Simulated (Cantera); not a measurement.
A closed system holds: 1 mol Si, a varied amount of H2O, 3.7 mol H2, equilibrated at 1148 K and 1.00 bar.

Equilibrium computed with Cantera from the NASA thermochemical tables; the gas is ideal and each condensed phase is pure. Candidate condensed phases: H2O, Si, SiO2; 18 gas species. Mutual solubility and eutectic melting of coexisting phases are not modelled. The tables hold silica as quartz up to 1696 K and as liquid above; real silica turns to tridymite and cristobalite and melts near 1996 K. Kinetics and transport are ignored.

x: gas mole fraction; n: condensed amount in mol.

```
n(H2O) (mol)   x H2    x H2O   x SiH4    x SiO  n Si(s)  n SiO2(β-quartz)
------------  -----  -------  -------  -------  -------  ----------------
0.33          1.000  2.31e-8  5.86e-7  1.12e-7    0.835             0.165
0.41          1.000  2.31e-8  5.86e-7  1.12e-7    0.795                 ?
0.5           1.000  2.31e-8  5.86e-7  1.12e-7    0.750             0.250
0.62          1.000  2.31e-8  5.86e-7  1.12e-7    0.690             0.310
0.76          1.000  2.31e-8  5.86e-7  1.12e-7    0.620             0.380
0.93          1.000  2.31e-8  5.86e-7  1.12e-7    0.535             0.465
1.1           1.000  2.31e-8  5.86e-7  1.12e-7    0.450             0.550
1.4           1.000  2.31e-8  5.86e-7  1.12e-7    0.300             0.700
1.7           1.000  2.31e-8  5.86e-7  1.12e-7        ?                 ?
2.1           0.983   0.0172   <1e-12   <1e-12        0              1.00
2.6           0.905   0.0952   <1e-12   <1e-12        0              1.00
```

Problem. What belongs in the gaps?

Solution. 
- 1.7, n Si(s): 0.150
- 1.7, n SiO2(β-quartz): 0.850
- 0.41, n SiO2(β-quartz): 0.205
